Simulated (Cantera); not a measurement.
# Fe3O4 + CH4 + N2 (carbothermic reduction)

A closed system holds: 1 mol Fe3O4, 0.58 mol CH4, 3.7 mol N2, equilibrated at 10.0 Torr.

Equilibrium computed with Cantera from the NASA thermochemical tables; the gas is ideal and each condensed phase is pure. Candidate condensed phases: C, C6H6, C7H8, C8H18, Fe, Fe(CO)5, FeO, Fe(OH)2, Fe(OH)3, Fe2O3, Fe3O4, H2O; 140 gas species. Mutual solubility and eutectic melting of coexisting phases are not modelled. The tables' stoichiometric FeO is somewhat more stable than real wüstite, so its field is too wide. FeO: taken at fixed stoichiometry. Equilibrium is a limit: real reactors are often held back by kinetics, nucleation or transport.

From 850 °C to 1150 °C the condensed part is FeO(s). At 1300 °C the condensed part is Fe(γ) + FeO(s). At 1450 °C the condensed part is Fe(δ) + FeO(l). From 1600 °C to 2200 °C the condensed part is FeO(l).

```tsv
T (°C)	x N2	x Fe	x H2	x H2O	x CO	x FeO	x O2	x CO2	x H	x OH	x O	n FeO(s)	n Fe(γ)	n Fe(δ)	n FeO(l)
850	0.680	1.70e-10	0.161	0.0526	0.0820	<1e-12	<1e-12	0.0246	1.48e-7	2.49e-10	<1e-12	3.00	0	0	0
1000	0.680	3.16e-8	0.156	0.0577	0.0871	1.48e-11	<1e-12	0.0195	2.44e-6	1.04e-8	<1e-12	3.00	0	0	0
1150	0.680	1.92e-6	0.152	0.0611	0.0906	2.17e-9	4.95e-12	0.0161	2.24e-5	1.96e-7	2.60e-11	3.00	0	0	0
1300	0.680	4.93e-5	0.147	0.0659	0.0923	1.19e-7	3.47e-10	0.0143	0.000135	2.18e-6	1.68e-9	2.98	0.0161	0	0
1450	0.679	0.000684	0.145	0.0676	0.0940	2.93e-6	1.06e-8	0.0125	0.000602	1.54e-5	5.06e-8	0	0	0.0124	2.98
1600	0.676	0.00543	0.140	0.0705	0.0944	3.92e-5	2.03e-7	0.0115	0.00209	8.17e-5	9.23e-7	0	0	0	2.97
1750	0.662	0.0236	0.120	0.0845	0.0901	0.000350	4.38e-6	0.0136	0.00569	0.000418	1.44e-5	0	0	0	2.87
1900	0.633	0.0594	0.0829	0.108	0.0793	0.00227	0.000119	0.0200	0.0120	0.00211	0.000214	0	0	0	2.64
2050	0.584	0.107	0.0451	0.124	0.0619	0.0113	0.00314	0.0298	0.0200	0.00912	0.00275	0	0	0	2.25
2200	0.441	0.208	0.0206	0.0922	0.0402	0.0461	0.0409	0.0294	0.0277	0.0249	0.0222	0	0	0	0.887
```
x: gas mole fraction; n: condensed amount in mol.
